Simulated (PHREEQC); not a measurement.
Make-up at 85 °C: 0.032 mol/kgw HF, 0.026 mol/kgw CsF and 7.7e-05 mol/kgw H2SiF6. Closed to the air; pH follows from the charge balance.

Computed with PHREEQC (ion-association model, wateq4f.dat).

Question: The ionic strength comes out as 0.0264 mol/kgw. What activity coefficients do SiF6-2, H+, Cs+, HF2-, F- get?

Answer: SiF6-2 0.51, H+ 0.86, Cs+ 0.84, HF2- 0.83, F- 0.83.

This is a speciation only: nothing precipitates in the calculation. Constants without temperature data keep their 25 °C values here. SiF6-2 is the database's only silicon fluoride.
